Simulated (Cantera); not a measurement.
Cantera run, input and output.

```python
import numpy as np
import cantera as ct

gas = ct.Solution("gri30.yaml")
gas.TPX = 1948, 16, {'CH4': 1, 'H2': 41, 'N2': 0.069}
inlet = ct.Reservoir(gas, clone=True)

reactor = ct.IdealGasConstPressureReactor(gas, energy="off", clone=False)
exhaust = ct.Reservoir(gas, clone=True)
tau = [8.6, 3.2, 1.2, 0.46, 0.17, 0.064, 0.024, 0.0091][0]
for a, b in ((inlet, reactor), (reactor, exhaust)):
    ct.MassFlowController(a, b, mdot=lambda t: reactor.mass / tau)
net = ct.ReactorNet([reactor])
show = ['CH4', 'H2', 'C2H2', 'C2H', 'C2H6', 'CH2', 'H']

rows = []
print(f"{'tau/s':>10s}{'T/K':>9s}" + "".join(f"{s:>11s}" for s in show))
for tau in [8.6, 3.2, 1.2, 0.46, 0.17, 0.064, 0.024, 0.0091]:
    net.initial_time = 0.0
    net.advance(30 * tau)
    before = gas.X
    net.advance(40 * tau)
    drift = np.max(np.abs(gas.X - before) / (gas.X + 1e-9))
    rows.append([gas.T, *gas[show].X, drift])
    print(f"{tau:10.3e}{gas.T:9.1f}" + "".join(f"{x:11.3e}" for x in gas[show].X))
```

Result:

```
     tau/s      T/K        CH4         H2       C2H2        C2H       C2H6        CH2          H
 8.600e+00   1948.0  8.879e-03  9.760e-01  6.700e-03  6.150e-07  1.987e-07  6.481e-06  5.750e-03
 3.200e+00   1948.0  1.467e-02  9.742e-01  3.726e-03  2.609e-07  3.896e-07  6.022e-06  4.379e-03
 1.200e+00   1948.0  2.030e-02  9.730e-01  1.060e-03  4.758e-08  4.036e-07  3.511e-06  2.804e-03
 4.600e-01   1948.0  2.291e-02  9.735e-01  9.881e-05  2.023e-09  1.459e-07  8.958e-07  1.279e-03
 1.700e-01   1948.0  2.352e-02  9.741e-01  3.793e-06  2.910e-11  2.588e-08  1.370e-07  4.798e-04
 6.400e-02   1948.0  2.368e-02  9.744e-01  1.058e-07  3.051e-13  3.926e-09  2.002e-08  1.804e-04
 2.400e-02   1948.0  2.374e-02  9.745e-01  2.412e-09  2.588e-15  5.364e-10  2.828e-09  6.707e-05
 9.100e-03   1948.0  2.376e-02  9.746e-01  5.385e-11  2.145e-17  6.682e-11  4.022e-10  2.486e-05
```

Computed with Cantera and GRI-Mech 3.0 (53 species, 325 reactions). GRI-Mech 3.0 stops at C3 and has no aromatics, soot or wall deposition, so with more carbon than oxygen in the feed, carbon stays in small species such as C2H2 where larger ones or solid carbon would form. Radical loss at walls, strong at low pressure, is not modelled.
